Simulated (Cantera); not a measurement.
## Stirred combustor or abatement burner

A perfectly stirred reactor is fed with CH3OH : O2 : N2 = 1 : 1.52 : 4.3 (molar parts), equivalence ratio 0.99, at 7.10 bar; it is adiabatic with a 300 K inlet, and is followed from long to short residence time, starting on the burning branch (τ in s: 0.1, 0.048, 0.023, 0.011, 0.0053, 0.0026, 0.0012, 0.00059, 0.00028, 0.00014, 6.5e-05, 3.1e-05, 1.5e-05).

Model: GRI-Mech 3.0 (53 species, 325 reactions), integrated in Cantera. GRI-Mech 3.0 was tuned for natural gas; its chemistry of methanol as a main component is partial and can be far from experiment.

```csv
τ (s),T (K),x CH3OH,x O2,x H2O,x CH3,x HCN,x C2H4,x C2H2
0.10,2454,1.13e-7,0.00896,0.262,5.51e-8,2.32e-8,<1e-12,1.45e-12
0.048,2453,2.34e-7,0.00909,0.262,1.13e-7,4.47e-8,<1e-12,4.17e-12
0.023,2453,4.82e-7,0.00933,0.262,2.27e-7,8.06e-8,2.68e-12,1.31e-11
0.011,2451,9.85e-7,0.00974,0.262,4.46e-7,1.30e-7,1.02e-11,4.25e-11
0.0053,2446,1.97e-6,0.0104,0.261,8.31e-7,1.80e-7,3.48e-11,1.30e-10
0.0026,2437,3.81e-6,0.0113,0.260,1.43e-6,2.12e-7,9.98e-11,3.41e-10
0.0012,2418,7.59e-6,0.0126,0.259,2.32e-6,2.21e-7,2.52e-10,7.79e-10
0.00059,2390,1.38e-5,0.0144,0.257,3.31e-6,2.14e-7,4.76e-10,1.33e-9
0.00028,2349,2.50e-5,0.0168,0.254,4.62e-6,2.07e-7,8.26e-10,2.03e-9
0.00014,2300,4.29e-5,0.0196,0.250,6.66e-6,2.21e-7,1.50e-9,3.23e-9
6.5e-5,2234,7.82e-5,0.0233,0.245,1.16e-5,2.85e-7,3.94e-9,7.22e-9
3.1e-5,2158,0.000146,0.0279,0.240,2.31e-5,4.27e-7,1.40e-8,2.16e-8
1.5e-5,2066,0.000302,0.0346,0.236,4.96e-5,6.67e-7,6.48e-8,8.22e-8
```
x: mole fraction; the columns are a selection and need not sum to one.
